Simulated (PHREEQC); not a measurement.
1 kg of water holding 0.17 mol NaCl meets 20 L of dry gas (CH4 1 by moles) at fixed total pressure, at 40 °C; fugacities by Peng-Robinson. The gases take part in no redox reaction, some water evaporates into the gas, and hydrates or a liquid gas phase aren't modelled. Nothing may precipitate in this run.

Equilibrium calculation in PHREEQC: ion-association model, phreeqc.dat.

Task: Predict dissolved CH4 (mol/kgw) at P (atm) = 10, 30, 100.

Result: 
```csv
P (atm),dissolved CH4 (mol/kgw)
10,0.0113
30,0.0321
100,0.0877
```

Complexes and solids missing from the database can't appear. Away from 25 °C the constants follow the database's enthalpies or fits; those with neither stay at their 25 °C values.
